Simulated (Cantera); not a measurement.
# Thermodynamics of calcination and drying, feed MgSO4 + C + O2

Input: 1 mol MgSO4, 0.49 mol C, 16 mol O2, equilibrated at 1450 °C and 750 Torr.

Equilibrium computed with Cantera from the NASA thermochemical tables; the gas is ideal and each condensed phase is pure. Candidate condensed phases: C, Mg, MgCO3, MgO, MgS, MgSO4, S; 26 gas species. Equilibrium is a limit: real reactors are often held back by kinetics, nucleation or transport.

```json
{
 "x(O2)": "0.915",
 "x(SO2)": "0.0564",
 "x(CO2)": "0.0280",
 "x(SO3)": "0.000752",
 "x(O)": "5.44e-5",
 "x(CO)": "2.62e-6",
 "n(MgO(s))": "1.00 mol",
 "gas_amount": "17.49 mol",
 "log10 activity of S(l) (absent)": "-9.77",
 "log10 activity of Mg(l) (absent)": "-12.40",
 "log10 activity of C(graphite) (absent)": "-13.53"
}
```
